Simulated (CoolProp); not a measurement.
Dimethyl carbonate along the isobar 5.24 MPa: Z from the reference equation and from simpler models built on Tc = 283.9 °C, pc = 4.909 MPa, ω = 0.346; each cubic takes its own stable root.

Model: reference Helmholtz-energy equation of state, Zhou 2011, in CoolProp.

| T (°C) | phase | reference | Redlich-Kwong | Soave-Redlich-Kwong | Peng-Robinson |
|---|---|---|---|---|---|
| 123.45 | liquid | 0.1532 | 0.1793 | 0.1708 | 0.1512 |
| 134.25 | liquid | 0.1517 | 0.1780 | 0.1693 | 0.1498 |
| 145.15 | liquid | 0.1504 | 0.1770 | 0.1681 | 0.1487 |
| 155.95 | liquid | 0.1494 | 0.1764 | 0.1673 | 0.1480 |
| 166.75 | liquid | 0.1487 | 0.1761 | 0.1669 | 0.1476 |
| 177.55 | liquid | 0.1482 | 0.1763 | 0.1670 | 0.1476 |
| 188.35 | liquid | 0.1479 | 0.1770 | 0.1675 | 0.1481 |
| 199.15 | liquid | 0.1480 | 0.1782 | 0.1686 | 0.1491 |
| 210.05 | liquid | 0.1485 | 0.1801 | 0.1704 | 0.1507 |
| 220.85 | liquid | 0.1495 | 0.1828 | 0.1730 | 0.1531 |
| 231.65 | liquid | 0.1510 | 0.1864 | 0.1767 | 0.1566 |
| 242.45 | liquid | 0.1534 | 0.1915 | 0.1820 | 0.1614 |
| 253.25 | liquid | 0.1570 | 0.1986 | 0.1894 | 0.1685 |
